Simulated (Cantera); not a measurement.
Charge: 1 mol Ta(OEt)₅, 4.4 mol H₂O, 260 mol H₂, 0.63 mol O₂, at 2423 K and 68.3 Torr.

Cantera equilibrium calculation (NASA polynomials, part measured and part estimated; ideal gas, pure solids and liquids). Candidate condensed phases: C, C₆H₆, C₇H₈, C₈H₁₈, H₂O, Ta, TaC, Ta₂O₅; 113 gas species. The feed counts by its element totals alone. Condensed phases not in the tables: Ta₂C, N, O or C dissolved in the metal. Kinetics and transport are ignored.

Base state: H₂ 0.908, H 0.0560, CO 0.0339, H₂O 0.00159, TaO₂ 0.000213, TaO 0.000191, OH 1.85e-5 (mole fractions); condensed: Ta(s).

Question: What changes in the equilibrium state with this change: H₂O from 4.4 to 0.57 mol?

Answer: 
```tsv
species	before	after
H₂	0.908	0.916
H	0.0560	0.0563
CO	0.0339	0.0237
C₂H₂ (acetylene)	<1e-9	0.00373
TaO₂	0.000213	<1e-9
TaO	0.000191	<1e-9
H₂O	0.00159	8.08e-8
OH	1.85e-5	<1e-9
Ta(s), mol	0.881	0
TaC(s), mol	0	1.00
```
TaC: taken at fixed stoichiometry. Condensed phases not in the tables: Ta₂C.

Question: What changes in the equilibrium state with this change: temperature from 2423 K to 1898.15 K?

Answer: 
```json
[
 {"species": "H₂", "before": "0.908", "after": "0.963"},
 {"species": "CO", "before": "0.0339", "after": "0.0326"},
 {"species": "H", "before": "0.0560", "after": "0.00255"},
 {"species": "TaO₂", "before": "0.000213", "after": "1.50e-6"},
 {"species": "TaO", "before": "0.000191", "after": "2.05e-7"},
 {"species": "OH", "before": "1.85e-5", "after": "3.37e-7"},
 {"species": "Ta(s), mol", "before": "0.881", "after": "0"},
 {"species": "TaC(s), mol", "before": "0", "after": "0.654"},
 {"species": "Ta₂O₅(s), mol", "before": "0", "after": "0.173"}
]
```
Mutual solubility and eutectic melting of coexisting phases are not modelled. TaC: taken at fixed stoichiometry. Condensed phases not in the tables: Ta₂C.
